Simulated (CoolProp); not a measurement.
Vapour-liquid equilibrium of diethyl ether (1) + methanol (2) at 140.25 °C; x and y are mole fractions of (1).

The numbers come from the multi-fluid Helmholtz-energy mixture model, Thol 2014 and de Reuck 1993; pair parameters Bell 2016 in CoolProp.

Q: Give the bubble pressure and the first vapour's composition at x = 0.35, 0.5, 0.95. Is there an azeotrope?

A: x = 0.35: 1.510 MPa, y = 0.448; x = 0.5: 1.583 MPa, y = 0.555; x = 0.95: 1.534 MPa, y = 0.935. y crosses x between x = 0.65 and 0.8: the model has an azeotrope there.

The pair parameters rest on a limited set of measurements; away from them the model extrapolates.
